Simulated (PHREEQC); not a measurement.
## Buffer: an equilibrium model

Consider water at 25 °C with 0.026 mol NaHSO4, 0.56 mol Na2HPO4 and 1.3 mol KCl per kg of water. Closed to the air; pH follows from the charge balance.

All values are PHREEQC results (ion-association model, phreeqc.dat), not measurements.

No solid was allowed to form.

### Question
Predict the pH, density, ionic strength.

### Answer
pH 7.62; density 1.096 g/cm³; ionic strength 2.56 mol/kgw.

### Question
In which forms is Na present?

### Answer
Na+ 89 %, NaHPO4- 10 %, NaSO4- 0.7 % of the Na.

Ionic strength above about 0.7 mol/kgw puts this run outside the model's range.
